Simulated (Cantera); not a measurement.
A freely propagating, adiabatic, planar premixed flame of CO : H2 : O2 : N2 = 1 : 0.034 : 0.369 : 1.39 (molar parts), equivalence ratio 1.4, unburnt at 625 K and 5.00 bar; mixture-averaged transport, grid criteria slope 0.08 and curve 0.16, no radiation.

Detailed kinetics in Cantera: GRI-Mech 3.0 (53 species, 325 reactions). The hydrogen kinetics of GRI-Mech 3.0 are dated; newer H2 mechanisms differ, most at raised pressure. Burning velocities carry a grid error of a few per cent, more on coarse grids.

Q: What does this change do: inlet temperature 625 to 650 K?

A: 
| quantity | before | after |
|---|---|---|
| laminar burning velocity | 119 cm/s | 128 cm/s |
| thermal thickness | 0.140 mm | 0.141 mm |
| peak x(H) | 0.00544 | 0.00556 |
| peak x(H2O2) | 7.44e-5 | 7.07e-5 |
